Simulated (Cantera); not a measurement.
Feed: 1 mol MgCl₂, 0.11 mol H₂O, a varied amount of H₂, equilibrated at 10000 Pa.

Method: chemical equilibrium by Gibbs-energy minimisation in Cantera with the NASA 1993 tables (ideal gas, pure condensed phases). Candidate condensed phases: H₂O, Mg, MgCl₂, MgO, Mg(OH)₂; 22 gas species. Equilibrium is a limit: real reactors are often held back by kinetics, nucleation or transport.

Problem. What condenses at these points (T in °C, n(H₂) in mol): (1677, 46); (1727, 3.8); (1827, 7.1); (1577, 25)?

Solution. 
```csv
T (°C),n(H₂) in mol,condensed phases,Mg condensed (%)
1677,46,gas only,0.0
1727,3.8,MgO,8.8
1827,7.1,MgO,0.6
1577,25,MgO,7.4
```
